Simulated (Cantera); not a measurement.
A Cantera script and its output.

```python
import numpy as np
import cantera as ct

gas = ct.Solution("gri30.yaml")
gas.TPX = 1648, 101325, {'C3H8': 1, 'O2': 5, 'N2': 18.8, 'H2O': 4.6}
reactor = ct.IdealGasConstPressureReactor(gas, energy="on", clone=False)
net = ct.ReactorNet([reactor])
net.rtol, net.atol = 1e-08, 1e-16
show = ['C3H8', 'O2', 'H2O', 'CH4', 'NO']
times = np.geomspace(2e-06, 6, 13)

steps = ct.SolutionArray(gas, extra=["t"])
rows = []
print(f"{'t/s':>10s}{'T/K':>9s}{'P/Pa':>11s}" + "".join(f"{s:>11s}" for s in show))
for t in times:
    while net.time < t:
        t_next = net.step()
        steps.append(gas.state, t=t_next)
    rows.append([np.interp(t, steps.t, y) for y in (steps.T, steps.P, *steps(*show).X.T)])
    print(f"{t:10.3e}{rows[-1][0]:9.1f}{rows[-1][1]:11.4g}" + "".join(f"{x:11.3e}" for x in rows[-1][2:]))
rate = np.gradient(steps.T, steps.t)
print("integrator steps:", len(steps.t))
if steps.T.max() > steps.T[0] + 200:
    print(f"time of steepest temperature rise: {steps.t[rate.argmax()]:.4e} s")
gas.TPX = 1648, 101325, {'C3H8': 1, 'O2': 5, 'N2': 18.8, 'H2O': 4.6}
gas.equilibrate("HP")
print(f"equilibrium (HP): T = {gas.T:.1f} K  " + "  ".join(f"{s} {gas[s].X[0]:.3e}" for s in show))
```

It prints:

```
       t/s      T/K       P/Pa       C3H8         O2        H2O        CH4         NO
 2.000e-06   1634.3  1.013e+05  3.174e-02  1.693e-01  1.562e-01  5.637e-05  8.288e-12
 6.931e-06   1618.7  1.013e+05  2.454e-02  1.658e-01  1.568e-01  7.179e-04  3.027e-10
 2.402e-05   1787.7  1.013e+05  6.284e-04  1.236e-01  1.769e-01  4.378e-03  5.857e-08
 8.324e-05   2452.2  1.013e+05  7.127e-44  2.898e-02  2.164e-01  1.212e-15  7.777e-05
 2.884e-04   2650.7  1.013e+05  7.335e-44  2.291e-02  2.336e-01  1.766e-15  4.721e-04
 9.996e-04   2674.1  1.013e+05  9.417e-44  2.149e-02  2.359e-01  2.056e-15  1.950e-03
 3.464e-03   2669.0  1.013e+05  1.074e-43  2.017e-02  2.361e-01  2.171e-15  5.472e-03
 1.200e-02   2665.5  1.013e+05  1.177e-43  1.928e-02  2.362e-01  2.254e-15  7.859e-03
 4.160e-02   2665.4  1.013e+05  1.180e-43  1.926e-02  2.362e-01  2.256e-15  7.932e-03
 1.442e-01   2665.4  1.013e+05  1.180e-43  1.926e-02  2.362e-01  2.256e-15  7.932e-03
 4.996e-01   2665.4  1.013e+05  1.180e-43  1.926e-02  2.362e-01  2.256e-15  7.932e-03
 1.731e+00   2665.4  1.013e+05  1.180e-43  1.926e-02  2.362e-01  2.256e-15  7.932e-03
 6.000e+00   2665.4  1.013e+05  1.180e-43  1.926e-02  2.362e-01  2.256e-15  7.932e-03
integrator steps: 1662
time of steepest temperature rise: 2.8626e-05 s
equilibrium (HP): T = 2665.4 K  C3H8 1.975e-43  O2 1.926e-02  H2O 2.362e-01  CH4 2.924e-15  NO 7.932e-03
```

Model: GRI-Mech 3.0 (53 species, 325 reactions), integrated in Cantera. GRI-Mech 3.0 was tuned for natural gas; its chemistry of propane as a main component is partial and can be far from experiment.
